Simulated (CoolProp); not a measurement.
Vapour-liquid equilibrium of R134a (1) + R152A (2) at 298.4 K; x and y are mole fractions of (1).

Values from CoolProp's multi-fluid Helmholtz-energy mixture model, Tillner-Roth 1994 and Outcalt 1996; pair parameters Lemmon 2004.

Problem. Give the bubble pressure and the first vapour's composition at x = 0.5, 0.8, 0.95. Is there an azeotrope?

Solution. x = 0.5: 621.7 kPa, y = 0.523; x = 0.8: 647.9 kPa, y = 0.820; x = 0.95: 664.4 kPa, y = 0.957. No azeotrope shows between x = 0.05 and 0.95.

Pair parameters are fitted to limited data, so mixtures are less certain than the pure fluids.
